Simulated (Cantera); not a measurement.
# Chlorosilane synthesis and conversion: SiCl4 + HCl + H2

A closed system holds: 1 mol SiCl4, 1.8 mol HCl, 11 mol H2, at 550 °C and 1 atm.

Equilibrium computed with Cantera from the NASA thermochemical tables; the gas is ideal and each condensed phase is pure. Candidate condensed phases: Si; 19 gas species. The numbers say what is thermodynamically allowed, not how fast it happens.

```yaml
x(H2): 0.797
x(HCl): 0.131
x(SiCl4): 0.0719
x(SiHCl3): 0.000529
gas_amount: 13.80 mol
log10 activity of Si(s) (absent): -7.66
```
